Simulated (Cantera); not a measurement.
A perfectly stirred reactor is fed with NH₃ : N₂ = 1 : 0.11 (molar parts), at 0.0632 atm; it is held at 2200 K, and followed from long to short residence time.

Model: the gas-phase N/H chemistry of the illustrative SiF4/NH3 mechanism in the Surface Chemkin manual (1991), integrated in Cantera. Walls and surfaces, which speed up NH3 decomposition in real reactors, are not modelled.

One state of this run: x NH₃ = 0.158; x H₂ = 0.584; x N₂ = 0.255; x NH₂ = 0.000912; x H = 0.00109; x NH = 3.94e-5; x N₂H₂ = 2.13e-6. x: mole fraction; the columns are a selection and need not sum to one.

### Question
Which value of τ (s) does it belong to?
A) 0.22
B) 0.0050
C) 0.99
D) 0.10

### Answer
A, 0.22
